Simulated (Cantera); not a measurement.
A closed system holds: 1 mol PbO, 1.9 mol CH₄, 0.53 mol N₂, equilibrated at 825 Torr.

Method: chemical equilibrium by Gibbs-energy minimisation in Cantera with the NASA 1993 tables (ideal gas, pure condensed phases). Candidate condensed phases: C, C₆H₆, C₇H₈, C₈H₁₈, H₂O, Pb, PbO, PbO₂, Pb₃O₄; 139 gas species. Rates play no part.

Problem. Which condensed phases are stable at each of these points (T (°C)): 977, 1177, 1377, 1577, 1777, 1977, 2177?

Solution. 
```
T (°C)     condensed phases  Pb condensed (%)
------  -------------------  ----------------
977     C(graphite) + Pb(l)              99.4
1177    C(graphite) + Pb(l)              92.7
1377    C(graphite) + Pb(l)              51.7
1577            C(graphite)               0.0
1777            C(graphite)               0.0
1977            C(graphite)               0.0
2177            C(graphite)               0.0
```

From 977 °C to 1377 °C the condensed part is C(graphite) + Pb(l). From 1577 °C to 2177 °C the condensed part is C(graphite).
